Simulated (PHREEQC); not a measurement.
A solution holds 0.035 mol/kgw ZnSO4, 6.2e-05 mol/kgw KCl, 0.0089 mol/kgw MnSO4 and 0.0031 mol/kgw Na2SO4, at 20 °C. Closed to the air; pH follows from the charge balance.

Model: ion-association model, wateq4f.dat, run in PHREEQC.

- pH: 5.75
- ionic strength: 0.104 mol/kgw

```csv
species,molality,activity,log γ
SO4-2,0.0238,0.00882,-0.431
Zn+2,0.0181,0.00722,-0.399
ZnSO4,0.0140,0.0143,0.010
Na+,0.00595,0.00465,-0.107
Mn+2,0.00573,0.00228,-0.399
MnSO4,0.00317,0.00325,0.010
Zn(SO4)2-2,0.00288,0.00107,-0.430
NaSO4-,0.000253,0.000199,-0.104
Cl-,6.05e-5,4.62e-5,-0.118
K+,5.88e-5,4.48e-5,-0.118
ZnOH+,3.85e-6,3.01e-6,-0.108
KSO4-,3.23e-6,2.54e-6,-0.104
H+,2.17e-6,1.79e-6,-0.084
HSO4-,1.78e-6,1.38e-6,-0.111
ZnCl+,9.33e-7,7.17e-7,-0.115
MnCl+,5.49e-7,4.29e-7,-0.107
```

Precipitation was switched off in this run. Complexes and solids missing from the database can't appear.
